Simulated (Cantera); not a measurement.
Input (Python, Cantera):

```python
import numpy as np
import cantera as ct

gas = ct.Solution("gri30.yaml")
gas.TPX = 600, 1000000, {'CO': 1, 'H2': 0.13, 'CH4': 0.052, 'O2': 0.515, 'N2': 1.44}
flame = ct.FreeFlame(gas, width=0.008)
flame.set_refine_criteria(ratio=3, slope=0.08, curve=0.16)
flame.transport_model = "mixture-averaged"
flame.solve(loglevel=0, auto=True)
z, T = flame.grid, flame.T
thick = (T[-1] - T[0]) / np.gradient(T, z).max()
show = ['CO', 'H2', 'CH4', 'H2O2', 'CH3', 'O2']
print(f"laminar burning velocity  {flame.velocity[0] * 100:.3f} cm/s")
print(f"burnt temperature         {T[-1]:.1f} K")
print(f"thermal thickness         {thick * 1e3:.4f} mm")
print(f"grid points               {len(z)}")
z0 = z[flame.heat_release_rate.argmax()]
print(f"{'z/mm':>9s}{'T/K':>9s}{'u/(m/s)':>9s}" + "".join(f"{s:>11s}" for s in show))
rows = []
for k in (-3, -2, -1.5, -1, -0.5, -0.25, 0, 0.25, 0.5, 1, 2, 4, 8):
    zz = z0 + k * thick
    rows.append([k * thick, np.interp(zz, z, T), np.interp(zz, z, flame.velocity),
                 *(np.interp(zz, z, flame.X[gas.species_index(s)]) for s in show)])
    print(f"{rows[-1][0] * 1e3:9.3f}{rows[-1][1]:9.1f}{rows[-1][2]:9.3f}" + "".join(f"{x:11.3e}" for x in rows[-1][3:]))
```

Output:

```
laminar burning velocity  202.185 cm/s
burnt temperature         2764.0 K
thermal thickness         0.0350 mm
grid points               149
     z/mm      T/K  u/(m/s)         CO         H2        CH4       H2O2        CH3         O2
   -0.105    600.0    2.022  3.188e-01  4.130e-02  1.658e-02  2.514e-09  4.739e-11  1.642e-01
   -0.070    600.1    2.021  3.190e-01  4.082e-02  1.659e-02  4.613e-08  7.546e-10  1.643e-01
   -0.053    600.9    2.022  3.193e-01  3.982e-02  1.660e-02  4.664e-07  6.184e-09  1.644e-01
   -0.035    606.6    2.036  3.199e-01  3.734e-02  1.658e-02  4.139e-06  4.795e-08  1.647e-01
   -0.018    716.7    2.390  3.188e-01  2.958e-02  1.555e-02  7.970e-05  5.119e-06  1.613e-01
   -0.009   1082.0    3.580  3.058e-01  2.213e-02  1.112e-02  1.431e-04  1.104e-04  1.425e-01
    0.000   1594.2    5.194  2.743e-01  1.389e-02  3.119e-03  8.495e-06  2.546e-04  1.022e-01
    0.009   1916.1    6.116  2.323e-01  8.425e-03  1.899e-04  1.790e-06  3.964e-05  6.573e-02
    0.018   2097.0    6.575  1.997e-01  7.327e-03  4.845e-06  1.130e-06  1.625e-06  4.644e-02
    0.035   2295.9    7.062  1.700e-01  7.599e-03  6.688e-09  6.894e-07  3.552e-09  3.160e-02
    0.070   2478.7    7.520  1.529e-01  7.109e-03  1.156e-13  4.527e-07  2.844e-13  2.266e-02
    0.140   2623.0    7.875  1.404e-01  6.237e-03  1.703e-14  3.361e-07  1.206e-13  1.597e-02
    0.280   2717.9    8.100  1.310e-01  5.627e-03  1.935e-14  2.826e-07  1.207e-13  1.104e-02
```

Detailed kinetics in Cantera: GRI-Mech 3.0 (53 species, 325 reactions). Burning velocities carry a grid error of a few per cent, more on coarse grids.
